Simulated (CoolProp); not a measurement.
Saturation properties of n-perfluorobutane.

The numbers come from the reference Helmholtz-energy equation of state, Gao 2022 in CoolProp.

```csv
T (°C),p (MPa),liquid cp (kJ/(kg K)),vapour Z
29.05,0.3037,1.153,0.8926
32.05,0.3330,1.159,0.8850
34.95,0.3634,1.164,0.8774
37.95,0.3969,1.170,0.8691
40.95,0.4327,1.177,0.8604
43.85,0.4695,1.184,0.8517
46.85,0.5101,1.191,0.8422
49.85,0.5532,1.199,0.8323
52.75,0.5974,1.207,0.8222
55.75,0.6459,1.216,0.8114
58.65,0.6956,1.226,0.8004
```

It boils at -2.0 °C under 1 atm.
